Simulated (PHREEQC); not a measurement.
Solution (25 °C): 0.043 mol Pb(NO3)2 and 0.0014 mol NaNO3 per kg of water. Closed to the air; pH follows from the charge balance.

Equilibrium calculation in PHREEQC: ion-association model, phreeqc.dat.

The ionic strength comes out as 0.106 mol/kgw. What activity coefficients do PbOH+, Pb2OH+3, Na+, Pb+2, PbNO3+ get?

PbOH+ 0.78, Pb2OH+3 0.10, Na+ 0.78, Pb+2 0.37, PbNO3+ 0.78.

No solid was allowed to form.
